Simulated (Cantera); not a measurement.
**Thermodynamics of titanium nitride, carbide and oxide coatings, feed Ti(OiPr)₄ + H₂O**

Feed: 1 mol Ti(OiPr)₄, a varied amount of H₂O, at 620 Pa.

These are equilibrium values from Cantera (NASA tables, ideal gas, pure condensed phases), not measurements of a reactor. Candidate condensed phases: C, C₆H₆, C₇H₈, C₈H₁₈, H₂O, Ti, TiC, TiO, TiO₂, Ti₂O₃, Ti₃O₅, Ti₄O₇; 113 gas species. The feed counts by its element totals alone. Mutual solubility and eutectic melting of coexisting phases are not modelled. TiC, TiO: taken at fixed stoichiometry. Condensed phases not in the tables: Magnéli phases beyond Ti₄O₇, solid solutions among these carbides, nitrides and lower oxides. Kinetics and transport are ignored.

Stable condensed phases:

```
T in K \ n(H₂O) in mol
           2 4.9 7.7  11  13  16  19  22
   1825    A   A   B   C   D   E   E   E
   1775    A   A   F   G   E   E   E   E
   1725    A   A   F   G   E   E   E   E
   1675    A   A   F   G   E   E   E   E
   1625    A   A   F   D   E   E   E   E
   1575    A   A   F   E   E   E   E   E
   1525    A   A   F   E   E   E   E   E
   1475    A   A   F   E   E   E   E   E
   1425    A   A   F   E   E   E   E   E
   1375    A   A   F   E   E   E   E   E
   1325    A   A   F   E   E   E   E   E
   1275    A   A   F   E   E   E   E   E
```

A: C + TiC; B: TiC + TiO; C: Ti₃O₅ + Ti₄O₇; D: TiO₂ + Ti₄O₇; E: TiO₂; F: TiC + Ti₂O₃; G: Ti₄O₇.
